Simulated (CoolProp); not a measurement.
R1123 along the isotherm 206.85 °C: Z from the reference equation and from simpler models built on Tc = 58.6 °C, pc = 4.549 MPa, ω = 0.243; each cubic takes its own stable root.

Model: reference Helmholtz-energy equation of state, Akasaka 2020, in CoolProp.

```json
[
 {"p (MPa)": "1.33", "phase": "gas", "reference": "0.9749"},
 {"p (MPa)": "2.67", "phase": "gas", "reference": "0.9500"},
 {"p (MPa)": "4", "phase": "gas", "reference": "0.9259"},
 {"p (MPa)": "5.33", "phase": "supercritical", "reference": "0.9028"},
 {"p (MPa)": "6.67", "phase": "supercritical", "reference": "0.8808"},
 {"p (MPa)": "8", "phase": "supercritical", "reference": "0.8608"},
 {"p (MPa)": "9.33", "phase": "supercritical", "reference": "0.8431"},
 {"p (MPa)": "10.7", "phase": "supercritical", "reference": "0.8278"},
 {"p (MPa)": "12", "phase": "supercritical", "reference": "0.8164"},
 {"p (MPa)": "13.3", "phase": "supercritical", "reference": "0.8082"},
 {"p (MPa)": "14.7", "phase": "supercritical", "reference": "0.8033"},
 {"p (MPa)": "16", "phase": "supercritical", "reference": "0.8022"},
 {"p (MPa)": "17.3", "phase": "supercritical", "reference": "0.8043"},
 {"p (MPa)": "18.7", "phase": "supercritical", "reference": "0.8098"},
 {"p (MPa)": "20", "phase": "supercritical", "reference": "0.8174"}
]
```

Q: How far does each simpler model (van der Waals, Redlich-Kwong, Soave-Redlich-Kwong, Peng-Robinson) lie from the reference over these 15 states: mean and median of the absolute difference, and the worst?

A: 
- van der Waals: mean 6.6 %, median 6.6 %, worst -11.2 % at 206.85 °C and 12 MPa
- Redlich-Kwong: mean 3.6 %, median 3.9 %, worst -4.9 % at 206.85 °C and 12 MPa
- Soave-Redlich-Kwong: mean 4.7 %, median 4.9 %, worst +8.6 % at 206.85 °C and 20 MPa
- Peng-Robinson: mean 1.2 %, median 1.0 %, worst +2.1 % at 206.85 °C and 18.7 MPa
